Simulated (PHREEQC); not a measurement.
Make-up at 25 °C: 0.018 mmol/kgw Cu(BF4)2, 1.9 mmol/kgw HBF4 and 1.8 mmol/kgw H3BO3. Closed to the air; pH follows from the charge balance.

Equilibrium calculation in PHREEQC: ion-association model, phreeqc.dat.

This is a speciation only: nothing precipitates in the calculation.

Order these B species by the share of B that they hold, largest first: H3BO3, BF4-, BF2(OH)2-, BF3OH-.

H3BO3 (65 %), BF4- (27 %), BF3OH- (4.7 %), BF2(OH)2- (3.0 %)

The pH is 2.71 and the ionic strength 0.00210 mol/kgw. Real BF4- forms and hydrolyses slowly; the run takes it at equilibrium.
